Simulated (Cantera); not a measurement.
An adiabatic, constant-pressure homogeneous reactor starts with 8.14 % CH4, 3.42 % CO, 16.4 % O2, 61.5 % N2, 10.6 % CO2, at 1200 K and 0.740 atm.

Model: GRI-Mech 3.0 (53 species, 325 reactions), integrated in Cantera.

Q: Predict: time of steepest temperature rise; temperature at 2.00 s; equilibrium temperature; x(CO) at 2.00 s; x(O2) at 2.00 s; x(H2) at 2.00 s.

A: 
| Item | Result |
|---|---|
| time of steepest temperature rise | 91.1 ms |
| temperature at 2.00 s | 2473 K |
| equilibrium temperature | 2473 K |
| x(CO) at 2.00 s | 0.0557 (gas-phase equilibrium 0.0557) |
| x(O2) at 2.00 s | 0.0115 (gas-phase equilibrium 0.0115) |
| x(H2) at 2.00 s | 0.00825 (gas-phase equilibrium 0.00825) |
